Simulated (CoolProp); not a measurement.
C3F8 (R218) along the isotherm 363 K: fugacity coefficient from the reference equation and from simpler models built on Tc = 345.0 K, pc = 2.640 MPa, ω = 0.317; each cubic takes its own stable root.

Model: reference Helmholtz-energy equation of state, Lemmon 2006, in CoolProp. It is a short technical equation, of lower accuracy than the large ones.

```
p (MPa)          phase  reference  van der Waals  Soave-Redlich-Kwong  Peng-Robinson
-------  -------------  ---------  -------------  -------------------  -------------
0.0209             gas     0.9978         0.9979               0.9977         0.9975
0.0315             gas     0.9968         0.9969               0.9966         0.9962
0.0475             gas     0.9951         0.9953               0.9949         0.9942
0.0717             gas     0.9926         0.9929               0.9923         0.9913
0.108              gas     0.9889         0.9893               0.9884         0.9869
0.163              gas     0.9832         0.9838               0.9825         0.9803
0.246              gas     0.9747         0.9756                    …         0.9703
0.371              gas     0.9619         0.9633               0.9603         0.9554
0.56               gas     0.9425              …               0.9404         0.9332
0.845              gas     0.9134         0.9166               0.9106         0.9002
1.27               gas     0.8701         0.8750               0.8668         0.8522
1.92               gas     0.8038              …               0.8011         0.7812
2.9      supercritical     0.7026         0.7100               0.7032         0.6782
4.38     supercritical     0.5522         0.5567               0.5617         0.5355
6.6      supercritical     0.4241         0.4441               0.4403         0.4138
```

Question: Complete the blanks.

Answer: 
- 0.246, Soave-Redlich-Kwong: 0.9736
- 0.56, van der Waals: 0.9446
- 1.92, van der Waals: 0.8109
